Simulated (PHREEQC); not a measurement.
A column of 0.5 m (40 cells, dispersivity 0.018 m, 300 s a shift, diffusion coefficient 3e-10 m²/s) holds 0.00031 eq of the database's cation exchanger X per kg of pore water, first in equilibrium with 0.0012 mol KBr, 0.0039 mol ZnCl2 and 1e-05 mol HCl per kg of water. It is flushed with 0.00047 mol PbCl2 and 1e-05 mol HCl per kg of water, at 40 °C. Values are for the last cell. The system is closed to CO2. Precipitation was switched off in this run.

Base run: PHREEQC, ion-association model, phreeqc.dat. Each further column changes one thing. The table gives Pb in solution (mol/kgw).

```tsv
pore volumes	base	exchange capacity from 0.00031 to 0.00015 eq/kgw	dispersivity from 0.018 to 0.036 m
0	0	0	0
0.3125	3.15e-10	5.54e-10	1.83e-7
0.7125	3.25e-5	4.42e-5	7.16e-5
1.012	0.000144	0.000200	0.000183
1.312	0.000235	0.000322	0.000264
1.712	0.000369	0.000424	0.000347
2.013	0.000436	0.000457	0.000399
2.312	0.000461	0.000467	0.000434
2.712	0.000469	0.000470	0.000457
3.013	0.000470	0.000470	0.000464
```

At this temperature some constants are extrapolated from 25 °C, and those without enthalpy data are left unchanged.
